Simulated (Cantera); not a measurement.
A closed system holds: 1 mol Si3N4, 0.062 mol CO2, 5 mol H2, equilibrated at 900 °C and 0.630 bar.

Cantera equilibrium calculation (NASA polynomials, part measured and part estimated; ideal gas, pure solids and liquids). Candidate condensed phases: C, C6H6, C7H8, C8H18, H2O, Si, SiC, SiO2, Si2N2O, Si3N4; 151 gas species. Mutual solubility and eutectic melting of coexisting phases are not modelled. The numbers say what is thermodynamically allowed, not how fast it happens.

Base state: H2 0.980, CH4 0.0118, N2 0.00829, NH3 1.21e-5 (mole fractions); condensed: C(graphite) + Si2N2O(s) + Si3N4(s).

Question: What changes in the equilibrium state with this change: CO2 from 0.062 to 4.9 mol?

Answer: 
```json
[
 {"species": "H2", "before": "0.980", "after": "0.458"},
 {"species": "CO", "before": "1.60e-8", "after": "0.347"},
 {"species": "N2", "before": "0.00829", "after": "0.187"},
 {"species": "CH4", "before": "0.0118", "after": "0.00257"},
 {"species": "H2O", "before": "<1e-9", "after": "0.00355"},
 {"species": "CO2", "before": "<1e-9", "after": "0.00211"},
 {"species": "C(graphite), mol", "before": "0.00339", "after": "1.13"},
 {"species": "Si2N2O(s), mol", "before": "0.124", "after": "0"},
 {"species": "Si3N4(s), mol", "before": "0.917", "after": "0"},
 {"species": "SiO2(β-quartz), mol", "before": "0", "after": "3.00"}
]
```
The tables hold silica as quartz up to 1696 K and as liquid above; real silica turns to tridymite and cristobalite and melts near 1996 K.
